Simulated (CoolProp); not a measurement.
Properties of water at several states (Tc = 647.1 K, pc = 220.6 bar, ω = 0.344).

Model: reference Helmholtz-energy equation of state, Wagner 2002, in CoolProp.

| T (K) | p (bar) | phase | Z | isothermal compressibility (1/MPa) | conductivity (mW/(m K)) |
|---|---|---|---|---|---|
| 437.1 | 10.6 | liquid | 0.005814 | 0.0006748 | 678 |
| 370.7 | 807 | liquid | 0.4745 | 0.0003853 | 719 |
| 555.6 | 1000 | liquid | 0.4628 | 0.0008415 | 679 |
| 965.2 | 8.96 | gas | 0.9973 | 1.119 | 91.8 |
| 900.9 | 78.2 | gas | 0.9677 | 0.1322 | 88.7 |
| 919.2 | 854 | supercritical | 0.7345 | 0.01314 | 229 |

Thermal conductivity comes from a separate model (Huber 2012).
